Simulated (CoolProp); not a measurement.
Decamethylcyclopentasiloxane (D5) along the isobar 5.7 MPa: Z from the reference equation and from simpler models built on Tc = 345.1 °C, pc = 1.078 MPa, ω = 0.631; each cubic takes its own stable root.

Values from CoolProp's reference Helmholtz-energy equation of state, Thol 2019.

```csv
T (°C),phase,reference,van der Waals,Redlich-Kwong,Soave-Redlich-Kwong,Peng-Robinson
265.95,liquid,0.6614,1.020,0.7605,0.7310,0.6519
272.15,liquid,0.6605,1.013,0.7578,0.7299,0.6511
278.35,liquid,0.6597,1.007,0.7554,0.7291,0.6506
284.65,liquid,0.6591,1.000,0.7530,0.7285,0.6504
290.85,liquid,0.6588,0.9941,0.7509,0.7283,0.6504
297.05,liquid,0.6587,0.9881,0.7490,0.7284,0.6508
303.25,liquid,0.6588,0.9824,0.7473,0.7288,0.6515
309.55,liquid,0.6592,0.9768,0.7457,0.7295,0.6525
315.75,liquid,0.6598,0.9714,0.7443,0.7306,0.6538
321.95,liquid,0.6607,0.9662,0.7430,0.7319,0.6555
328.15,liquid,0.6618,0.9613,0.7420,0.7336,0.6574
334.45,liquid,0.6632,0.9564,0.7411,0.7357,0.6597
340.65,liquid,0.6648,0.9517,0.7403,0.7380,0.6624
346.85,supercritical,0.6667,0.9472,0.7398,0.7407,0.6653
```
